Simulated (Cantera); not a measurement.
Charge: 1 mol Si, 0.024 mol H2O, 3.2 mol CO, held at 0.100 bar.

Equilibrium computed with Cantera from the NASA thermochemical tables; the gas is ideal and each condensed phase is pure. Candidate condensed phases: C, C6H6, C7H8, C8H18, H2O, Si, SiC, SiO2; 123 gas species. The tables hold silica as quartz up to 1696 K and as liquid above; real silica turns to tridymite and cristobalite and melts near 1996 K. The numbers say what is thermodynamically allowed, not how fast it happens.

Over these rows the condensed part is C(graphite) + SiO2(β-quartz). Partial pressures as log10 of bar:

```
T (K)  1000/T (1/K)  log p CO2  log p CO  log p H2
-----  ------------  ---------  --------  --------
1050         0.9524      -2.70     -1.02     -2.71
1125         0.8889      -3.26     -1.01     -2.72
1200         0.8333      -3.74     -1.01     -2.72
1275         0.7843      -4.17     -1.01     -2.72
1350         0.7407          ?     -1.01     -2.72
1425         0.7018      -4.89     -1.01     -2.72
```

Q: Fit log p(CO2) = a + b·(1000/T) to the five rows, give the apparent enthalpy, and predict the row at 1350 K.

A: Means: 1000/T = 0.8321, log p = -3.752. Sxy = 0.322777, Sxx = 0.0369627, so b = 8.73 and a = -3.752 − (8.73)×0.8321 = -11.02.
Apparent enthalpy: −19.145 × (8.73) = -167 kJ/mol. With the condensed phases at unit activity, 2 CO(g) = CO2(g) + C(graphite) links this pressure to the main gases: over the six rows their terms move log p by +0.02 in all, so the slope is close to that reaction's ΔH°. The five rows lie within 0.01 of the line.
Prediction at 1350 K: -11.02 + (8.73)×0.7407 = -4.55. The computed value is -4.55, 0.00 from the line.
